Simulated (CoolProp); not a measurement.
Vapour-liquid equilibrium of n-heptane (1) + ethylbenzene (2) at 0.103 MPa; x and y are mole fractions of (1).

Values from CoolProp's multi-fluid Helmholtz-energy mixture model, Span 2003 and Zhou 2012; pair parameters Bell 2016.

| x | bubble temperature, mixture model (°C) | bubble temperature, Raoult's law (°C) | y, mixture model | y, Raoult's law |
|---|---|---|---|---|
| 0.05 | … | 133.7 | 0.149 | 0.125 |
| 0.2 | 122.7 | 125.7 | … | 0.412 |
| 0.35 | 115.9 | 118.9 | 0.617 | 0.607 |
| 0.5 | 110.8 | 113.2 | 0.736 | 0.746 |
| 0.65 | 106.6 | 108.3 | … | 0.847 |
| 0.8 | 103.1 | 103.9 | 0.906 | 0.924 |
| 0.95 | … | 100.1 | 0.977 | 0.983 |

### Question
What belongs in the gaps?

### Answer

- 0.05, bubble temperature, mixture model (°C): 132.5
- 0.2, y, mixture model: 0.442
- 0.65, y, mixture model: 0.828
- 0.95, bubble temperature, mixture model (°C): 99.9

The largest gap from Raoult's law is -3.0 K in bubble temperature, at x = 0.35. No azeotrope shows between x = 0.05 and 0.95.

The pair parameters rest on a limited set of measurements; away from them the model extrapolates.
